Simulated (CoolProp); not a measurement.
Properties of R1132(E) along the isotherm 400 K.

Values from CoolProp's reference Helmholtz-energy equation of state, Akasaka 2024.

| p (bar) | phase | cp (kJ/(kg K)) | Joule-Thomson coefficient (K/MPa) | isothermal compressibility (1/MPa) | fugacity coefficient |
|---|---|---|---|---|---|
| 7.22 | gas | 1.140 | 7.137 | 1.429 | 0.9702 |
| 14.4 | gas | 1.176 | 7.243 | 0.7416 | 0.9410 |
| 21.7 | gas | [?] | 7.347 | 0.5114 | 0.9118 |
| 28.9 | gas | 1.270 | 7.441 | 0.4004 | 0.8834 |
| 36.1 | gas | 1.331 | [?] | 0.3357 | [?] |
| 43.3 | gas | 1.406 | 7.579 | 0.2946 | 0.8278 |
| 50.6 | gas | 1.499 | 7.603 | 0.2669 | 0.8002 |
| 57.8 | supercritical | 1.615 | 7.577 | 0.2485 | 0.7734 |
| 65 | supercritical | 1.759 | 7.480 | 0.2360 | [?] |

Some entries are withheld; supply them.


- 21.7, cp (kJ/(kg K)): 1.220
- 36.1, Joule-Thomson coefficient (K/MPa): 7.521
- 36.1, fugacity coefficient: 0.8554
- 65, fugacity coefficient: 0.7471
